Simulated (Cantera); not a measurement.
Feed: 1 mol SiC, 1.3 mol CO2, 74 mol H2, 0.012 mol H2O, held at 17.0 mbar.

These are equilibrium values from Cantera (NASA tables, ideal gas, pure condensed phases), not measurements of a reactor. Candidate condensed phases: C, C6H6, C7H8, C8H18, H2O, Si, SiC, SiO2; 123 gas species. Kinetics and transport are ignored. All values below are at 1552 °C.

Base state: H2 0.963, CO 0.0255, SiO 0.00852, H 0.00331, Si 5.40e-5 (mole fractions); condensed: SiC(s).

**Question.** What changes in the equilibrium state with this change: pressure from 17.0 mbar to 1.00 bar?

**Answer.** 
```tsv
species	before	after
H2	0.963	0.965
CO	0.0255	0.0255
SiO	0.00852	0.00858
H	0.00331	0.000433
CH4	1.49e-6	8.79e-5
H2O	7.88e-7	4.66e-5
Si	5.40e-5	9.22e-7
SiC(s), mol	0.341	0.342
```
